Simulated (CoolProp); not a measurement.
Nitrous oxide along the isotherm -55.35 °C: density (kg/m³) from the reference equation and from simpler models built on Tc = 36.4 °C, pc = 7.245 MPa, ω = 0.161; each cubic takes its own stable root.

Computed with CoolProp (reference Helmholtz-energy equation of state, Lemmon 2006). It is a short technical equation, of lower accuracy than the large ones.

```json
[
 {"p (MPa)": "0.988", "phase": "liquid", "reference": "1129"},
 {"p (MPa)": "1.98", "phase": "liquid", "reference": "1131"},
 {"p (MPa)": "2.96", "phase": "liquid", "reference": "1133"},
 {"p (MPa)": "3.95", "phase": "liquid", "reference": "1135"},
 {"p (MPa)": "4.94", "phase": "liquid", "reference": "1137"},
 {"p (MPa)": "5.93", "phase": "liquid", "reference": "1139"},
 {"p (MPa)": "6.92", "phase": "liquid", "reference": "1141"},
 {"p (MPa)": "7.9", "phase": "liquid", "reference": "1143"},
 {"p (MPa)": "8.89", "phase": "liquid", "reference": "1145"},
 {"p (MPa)": "9.88", "phase": "liquid", "reference": "1147"},
 {"p (MPa)": "10.9", "phase": "liquid", "reference": "1149"}
]
```

Question: How far does each simpler model (Soave-Redlich-Kwong, Peng-Robinson) lie from the reference over these 11 states: mean and median of the absolute difference, and the worst?

Answer: 
- Soave-Redlich-Kwong: mean 7.0 %, median 6.9 %, worst -7.4 % at -55.35 °C and 0.988 MPa
- Peng-Robinson: mean 5.2 %, median 5.2 %, worst +5.4 % at -55.35 °C and 10.9 MPa
